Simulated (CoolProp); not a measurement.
A single-stage vapour-compression cycle with the fluid: evaporating at 267.15 K (dew point), condensing at 336.15 K (bubble point), superheat 8 K, subcooling 5 K, compressor efficiency 0.6, no pressure losses. The same conditions are run with several fluids, on thermodynamics alone (safety and materials aside).

Computed with CoolProp (reference Helmholtz-energy equation of state of each fluid (hydrogen sulfide: Lemmon 2006; R1224YDZ: Akasaka 2023; ammonia: Gao 2020; R410A: Lemmon 2003; R404A: Lemmon 2003; R236FA: Pan 2012)). Blends and air are pseudo-pure fits.

Task: Rank hydrogen sulfide, R1224YDZ, ammonia, R410A, R404A, R236FA by cooling COP, highest first.

Result: ammonia (1.74), R1224YDZ (1.72), hydrogen sulfide (1.61), R236FA (1.57), R410A (1.39), R404A (1.26)

```tsv
fluid	pressure ratio	discharge temperature (K)	refrigerating effect (kJ/kg)	volumetric capacity (kJ/m³)
hydrogen sulfide	5.36	487.4	337	4760
R1224YDZ	11.3	363.5	111	311
ammonia	8.24	528.0	994	2660
R410A	6.25	401.2	126	3010
R404A	6.24	369.3	78.8	1880
R236FA	9.86	353.0	88.2	509
```
